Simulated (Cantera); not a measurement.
Cantera run, input and output.

```python
import numpy as np
import cantera as ct

gas = ct.Solution("gri30.yaml")
gas.TPX = 1600, 100000, {'CH4': 1, 'CO2': 0.75, 'H2': 0.073}
reactor = ct.IdealGasConstPressureReactor(gas, energy="off", clone=False)
net = ct.ReactorNet([reactor])
net.rtol, net.atol = 1e-08, 1e-18
show = ['CH4', 'CO2', 'H2', 'CO', 'CH2CO', 'CH2O']
times = np.geomspace(8e-06, 5, 13)

steps = ct.SolutionArray(gas, extra=["t"])
rows = []
print(f"{'t/s':>10s}{'T/K':>9s}{'P/Pa':>11s}" + "".join(f"{s:>11s}" for s in show))
for t in times:
    while net.time < t:
        t_next = net.step()
        steps.append(gas.state, t=t_next)
    rows.append([np.interp(t, steps.t, y) for y in (steps.T, steps.P, *steps(*show).X.T)])
    print(f"{t:10.3e}{rows[-1][0]:9.1f}{rows[-1][1]:11.4g}" + "".join(f"{x:11.3e}" for x in rows[-1][2:]))
rate = np.gradient(steps.T, steps.t)
print("integrator steps:", len(steps.t))
if steps.T.max() > steps.T[0] + 200:
    print(f"time of steepest temperature rise: {steps.t[rate.argmax()]:.4e} s")
gas.TPX = 1600, 100000, {'CH4': 1, 'CO2': 0.75, 'H2': 0.073}
gas.equilibrate("TP")
print(f"equilibrium (TP): T = {gas.T:.1f} K  " + "  ".join(f"{s} {gas[s].X[0]:.3e}" for s in show))
```

Output:

```
       t/s      T/K       P/Pa        CH4        CO2         H2         CO      CH2CO       CH2O
 8.000e-06   1600.0      1e+05  5.485e-01  4.114e-01  4.006e-02  2.457e-07  1.360e-15  3.098e-10
 2.433e-05   1600.0      1e+05  5.484e-01  4.114e-01  4.009e-02  1.195e-06  5.574e-14  7.068e-09
 7.397e-05   1600.0      1e+05  5.481e-01  4.113e-01  4.020e-02  7.402e-06  2.784e-12  1.473e-07
 2.249e-04   1600.0      1e+05  5.473e-01  4.112e-01  4.064e-02  4.261e-05  9.912e-11  1.470e-06
 6.840e-04   1600.0      1e+05  5.440e-01  4.108e-01  4.256e-02  2.075e-04  2.194e-09  6.275e-06
 2.080e-03   1600.0      1e+05  5.303e-01  4.078e-01  5.227e-02  1.026e-03  4.189e-08  1.144e-05
 6.325e-03   1600.0      1e+05  4.844e-01  3.935e-01  8.966e-02  4.767e-03  5.875e-07  1.010e-05
 1.923e-02   1600.0      1e+05  3.855e-01  3.504e-01  1.695e-01  2.087e-02  4.520e-06  6.433e-06
 5.848e-02   1600.0      1e+05  2.410e-01  2.542e-01  2.523e-01  7.863e-02  1.835e-05  3.467e-06
 1.778e-01   1600.0      1e+05  1.015e-01  1.083e-01  2.844e-01  1.922e-01  4.648e-05  1.604e-06
 5.407e-01   1600.0      1e+05  4.256e-02  4.840e-02  3.328e-01  2.590e-01  4.368e-05  5.956e-07
 1.644e+00   1600.0      1e+05  3.360e-02  3.252e-02  3.964e-01  3.138e-01  2.044e-05  2.610e-07
 5.000e+00   1600.0      1e+05  2.758e-02  1.669e-02  4.593e-01  3.705e-01  6.590e-06  1.348e-07
integrator steps: 1472
equilibrium (TP): T = 1600.0 K  CH4 1.861e-02  CO2 1.271e-06  H2 5.267e-01  CO 4.282e-01  CH2CO 6.028e-07  CH2O 9.687e-08
```

Computed with Cantera and GRI-Mech 3.0 (53 species, 325 reactions).
